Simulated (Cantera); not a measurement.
What does this Cantera script print?

```python
import numpy as np
import cantera as ct

gas_names = [...]  # 114 gases of nasa_gas.yaml made of C, Fe, H, O
cond_names = """
    C(gr) C6H6(L) C7H8(L) C8H18(L),n-octa Fe(a) Fe(c) Fe(d) Fe(L) FeC5O5(L) FeO(s) FeO(L) Fe(OH)2(s)
    Fe(OH)3(s) Fe2O3(s) Fe3O4(s) H2O(s) H2O(L)
""".split()


# ... load() reads the species with a 1 bar reference pressure and builds the phases ...
atoms = {
    'Fe(CO)5': {'Fe': 1, 'C': 5, 'O': 5},
    'CO': {'C': 1, 'O': 1},
    'H2': {'H': 2},
}
top_T = {'C(gr)': 4500, 'Fe2O3(s)': 1830, 'Fe3O4(s)': 1870}  # K; cautious upper limits of use, not melting points


# ... equilibrate(T, P, feed) seeds the gas with the atoms and calls Mixture.equilibrate('TP', solver="gibbs", rtol=1e-10, max_steps=50000) ...
results = []
feed = {'Fe(CO)5': 1, 'CO': 0.89, 'H2': 2.7}  # mol
T = 900  # K
for P in [10, 68, 460, 3200, 22000, 150000, 1000000]:
    mix = equilibrate(T, P, feed)
    results.append((T, P, feed, dict(zip(mix.species_names, mix.species_moles))))
    x = sorted(zip(gas.X, gas.species_names), reverse=True)
    print(f"T = {T:g} K  P = {P:g} Pa  gas = {mix.phase_moles(0):.4g} mol")
    print("   x: " + "  ".join(f"{s} {v:.3e}" for v, s in x if v > 0.001))
    print("   condensed (mol): " + ("  ".join(f"{mix.phase(i).name} {mix.phase_moles(i):.4g}"
          for i in range(1, mix.n_phases) if mix.phase_moles(i) > 1e-12) or "none"))
```

Result:

```
T = 900 K  P = 10 Pa  gas = 8.587 mol
   x: CO 6.853e-01  H2 3.144e-01
   condensed (mol): C(gr) 0.002675  Fe(a) 1
T = 900 K  P = 68 Pa  gas = 8.572 mol
   x: CO 6.833e-01  H2 3.146e-01  CO2 1.773e-03
   condensed (mol): C(gr) 0.01805  Fe(a) 1
T = 900 K  P = 460 Pa  gas = 8.471 mol
   x: CO 6.699e-01  H2 3.161e-01  CO2 1.153e-02  H2O 2.364e-03
   condensed (mol): C(gr) 0.1165  Fe(a) 1
T = 900 K  P = 3200 Pa  gas = 7.955 mol
   x: CO 5.978e-01  H2 3.224e-01  CO2 6.385e-02  H2O 1.497e-02  CH4 1.038e-03
   condensed (mol): C(gr) 0.6187  Fe(a) 1
T = 900 K  P = 22000 Pa  gas = 6.021 mol
   x: CO 3.815e-01  H2 3.579e-01  CO2 1.788e-01  H2O 7.293e-02  CH4 8.794e-03
   condensed (mol): C(gr) 2.463  FeO(s) 1
T = 900 K  P = 150000 Pa  gas = 4.957 mol
   x: CO2 3.019e-01  H2 2.790e-01  H2O 1.929e-01  CO 1.899e-01  CH4 3.643e-02
   condensed (mol): C(gr) 3.272  FeO(s) 1
T = 900 K  P = 1e+06 Pa  gas = 4.311 mol
   x: CO2 3.702e-01  H2O 3.124e-01  H2 1.580e-01  CO 8.143e-02  CH4 7.794e-02
   condensed (mol): C(gr) 3.607  FeO(s) 1
```

Method: chemical equilibrium by Gibbs-energy minimisation in Cantera with the NASA 1993 tables (ideal gas, pure condensed phases). The tables' stoichiometric FeO is somewhat more stable than real wüstite, so its field is too wide. FeO: taken at fixed stoichiometry. Condensed phases not in the tables: cementite and carbon dissolved in iron.
